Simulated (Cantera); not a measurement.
Thermodynamics of chlorosilane synthesis and conversion, feed SiCl4 + H2

Charge: 1 mol SiCl4, 0.6 mol H2, equilibrated at 1580 Torr.

Method: chemical equilibrium by Gibbs-energy minimisation in Cantera with the NASA 1993 tables (ideal gas, pure condensed phases). Candidate condensed phases: Si; 19 gas species. The tables' values for SiCl3 are old estimates; treat these amounts as uncertain. The numbers say what is thermodynamically allowed, not how fast it happens.

From 1023 K to 1223 K nothing is condensed. The main Si-bearing gas is SiCl4 throughout.

```csv
T (K),log p SiCl4,log p H2,log p HCl,log p SiHCl3,log p SiCl3,log p SiCl2,log p SiH2Cl2
1023,0.09,-0.15,-1.06,-1.08,-2.64,-4.04,-3.20
1048,0.09,-0.16,-1.02,-1.04,-2.47,-3.76,-3.12
1073,0.08,-0.16,-0.98,-1.01,-2.31,-3.50,-3.04
1098,0.08,-0.17,-0.94,-0.98,-2.16,-3.25,-2.97
1123,0.07,-0.18,-0.91,-0.96,-2.02,-3.02,-2.91
1148,0.07,-0.18,-0.87,-0.94,-1.89,-2.80,-2.85
1173,0.07,-0.19,-0.84,-0.92,-1.76,-2.60,-2.80
1198,0.06,-0.19,-0.80,-0.90,-1.65,-2.41,-2.75
1223,0.06,-0.20,-0.76,-0.89,-1.54,-2.23,-2.72
```
log p: log10 of the partial pressure in bar; nothing condenses.
